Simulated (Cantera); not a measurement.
Input: 1 mol SiCl4, 2.6 mol Cl2, 15 mol H2, held at 0.630 bar.

Method: chemical equilibrium by Gibbs-energy minimisation in Cantera with the NASA 1993 tables (ideal gas, pure condensed phases). Candidate condensed phases: Si; 19 gas species. The tables' values for SiCl3 are old estimates; treat these amounts as uncertain. Equilibrium is a limit: real reactors are often held back by kinetics, nucleation or transport.

x: gas mole fraction; nothing condenses.

```json
[
 {"T (K)": "500", "x H2": "0.667", "x HCl": "0.280", "x SiCl4": "0.0538", "x SiCl2": "<1e-12", "x SiCl3": "<1e-12", "x SiHCl3": "(withheld)", "x SiH2Cl2": "<1e-12"},
 {"T (K)": "600", "x H2": "0.667", "x HCl": "0.280", "x SiCl4": "0.0538", "x SiCl2": "<1e-12", "x SiCl3": "1.73e-11", "x SiHCl3": "(withheld)", "x SiH2Cl2": "1.16e-11"},
 {"T (K)": "700", "x H2": "0.667", "x HCl": "0.280", "x SiCl4": "0.0537", "x SiCl2": "<1e-12", "x SiCl3": "2.78e-9", "x SiHCl3": "(withheld)", "x SiH2Cl2": "8.40e-10"},
 {"T (K)": "800", "x H2": "0.667", "x HCl": "0.280", "x SiCl4": "0.0536", "x SiCl2": "3.16e-11", "x SiCl3": "1.24e-7", "x SiHCl3": "(withheld)", "x SiH2Cl2": "2.01e-8"},
 {"T (K)": "900", "x H2": "0.666", "x HCl": "0.280", "x SiCl4": "0.0534", "x SiCl2": "4.80e-9", "x SiCl3": "2.32e-6", "x SiHCl3": "(withheld)", "x SiH2Cl2": "2.32e-7"},
 {"T (K)": "1000", "x H2": "0.666", "x HCl": "0.280", "x SiCl4": "0.0529", "x SiCl2": "2.58e-7", "x SiCl3": "2.37e-5", "x SiHCl3": "(withheld)", "x SiH2Cl2": "1.60e-6"},
 {"T (K)": "1100", "x H2": "0.665", "x HCl": "0.282", "x SiCl4": "0.0518", "x SiCl2": "6.52e-6", "x SiCl3": "0.000156", "x SiHCl3": "(withheld)", "x SiH2Cl2": "7.53e-6"},
 {"T (K)": "1200", "x H2": "0.663", "x HCl": "0.284", "x SiCl4": "0.0497", "x SiCl2": "9.16e-5", "x SiCl3": "0.000721", "x SiHCl3": "(withheld)", "x SiH2Cl2": "2.63e-5"},
 {"T (K)": "1300", "x H2": "0.658", "x HCl": "0.288", "x SiCl4": "0.0456", "x SiCl2": "0.000787", "x SiCl3": "0.00246", "x SiHCl3": "(withheld)", "x SiH2Cl2": "6.98e-5"},
 {"T (K)": "1400", "x H2": "0.649", "x HCl": "0.298", "x SiCl4": "0.0373", "x SiCl2": "0.00413", "x SiCl3": "0.00602", "x SiHCl3": "(withheld)", "x SiH2Cl2": "0.000133"},
 {"T (K)": "1500", "x H2": "0.632", "x HCl": "0.315", "x SiCl4": "0.0248", "x SiCl2": "0.0127", "x SiCl3": "0.00996", "x SiHCl3": "(withheld)", "x SiH2Cl2": "0.000170"}
]
```

Task: Complete the blanks.

Result: 
- 500, x SiHCl3: 2.04e-7
- 600, x SiHCl3: 3.52e-6
- 700, x SiHCl3: 2.62e-5
- 800, x SiHCl3: 0.000116
- 900, x SiHCl3: 0.000361
- 1000, x SiHCl3: 0.000884
- 1100, x SiHCl3: 0.00180
- 1200, x SiHCl3: 0.00316
- 1300, x SiHCl3: 0.00475
- 1400, x SiHCl3: 0.00576
- 1500, x SiHCl3: 0.00515
